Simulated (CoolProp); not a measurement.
Vapour-liquid equilibrium of R1234yf (1) + isobutane (2) at 0.133 MPa; x and y are mole fractions of (1).

Computed with CoolProp (multi-fluid Helmholtz-energy mixture model, Lemmon 2022 and Bücker 2006; pair parameters Bell 2016).

```
x     bubble temperature, mixture model (°C)  bubble temperature, Raoult's law (°C)  y, mixture model  y, Raoult's law
----  --------------------------------------  -------------------------------------  ----------------  ---------------
0.05                                   -10.2                                   -5.9             0.222            0.097
0.2                                    -18.3                                   -9.6             0.494            0.338
0.35                                   -21.2                                  -12.8             0.595            0.525
0.5                                    -22.7                                  -15.6             0.658            0.674
0.65                                   -23.5                                  -18.1             0.721            0.794
0.8                                    -23.9                                  -20.4             0.804            0.893
0.95                                   -23.5                                  -22.4             0.937            0.975
```

The largest gap from Raoult's law is -8.7 K in bubble temperature, at x = 0.2. y crosses x between x = 0.8 and 0.95: the model has an azeotrope there.

Pair parameters are fitted to limited data, so mixtures are less certain than the pure fluids.
